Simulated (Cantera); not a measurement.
Charge: 1 mol SiH4, 27 mol N2O, 7 mol H2, at 1000 Pa.

Cantera equilibrium calculation (NASA polynomials, part measured and part estimated; ideal gas, pure solids and liquids). Candidate condensed phases: H2O, Si, SiO2, Si2N2O, Si3N4; 35 gas species. The tables hold silica as quartz up to 1696 K and as liquid above; real silica turns to tridymite and cristobalite and melts near 1996 K. Equilibrium is a limit: real reactors are often held back by kinetics, nucleation or transport.

x: gas mole fraction; n: condensed amount in mol.

```csv
T (K),x N2,x H2O,x O2,x NO,x OH,n SiO2(α-quartz),n SiO2(β-quartz)
623,0.614,0.205,0.182,3.32e-8,3.77e-12,1.00,0
723,0.614,0.205,0.182,?,?,1.00,0
823,0.614,0.205,0.182,2.42e-6,7.52e-9,1.00,0
923,0.614,0.205,0.182,?,?,0,1.00
1023,0.614,0.205,0.182,3.29e-5,7.78e-7,0,1.00
1123,0.614,0.205,0.182,8.56e-5,4.27e-6,0,1.00
1223,0.614,0.205,0.182,0.000191,1.77e-5,0,1.00
```

Some entries are withheld; supply them.


- 723, x NO: 3.81e-7
- 723, x OH: 2.84e-10
- 923, x NO: 1.03e-5
- 923, x OH: 9.83e-8
